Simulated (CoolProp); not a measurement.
Vapour-liquid equilibrium of dimethyl ether (1) + R236EA (2) at 262.5 K; x and y are mole fractions of (1).

Computed with CoolProp (multi-fluid Helmholtz-energy mixture model, Wu 2011 and Rui 2013; pair parameters Bell 2016).

```
x      bubble pressure, mixture model (bar)  bubble pressure, Raoult's law (bar)  y, mixture model  y, Raoult's law
-----  ------------------------------------  -----------------------------------  ----------------  ---------------
0.05                                 0.4913                               0.5499             0.065            0.164
0.125                                0.5062                               0.6490             0.169            0.348
0.2                                  0.5284                               0.7481             0.284            0.483
0.275                                0.5614                               0.8472             0.407            0.586
0.35                                 0.6096                               0.9462             0.532            0.668
0.425                                0.6772                                1.045             0.651            0.734
0.5                                  0.7680                                1.144             0.755            0.789
0.575                                0.8842                                1.243             0.838            0.835
0.65                                  1.025                                1.343             0.899            0.874
0.725                                 1.188                                1.442             0.942            0.908
0.8                                   1.364                                1.541             0.970            0.937
0.875                                 1.542                                1.640             0.986            0.963
0.95                                  1.708                                1.739             0.996            0.986
```

The largest gap from Raoult's law is -35.6 % in bubble pressure, at x = 0.35. No azeotrope shows between x = 0.05 and 0.95.

The pair parameters rest on a limited set of measurements; away from them the model extrapolates.
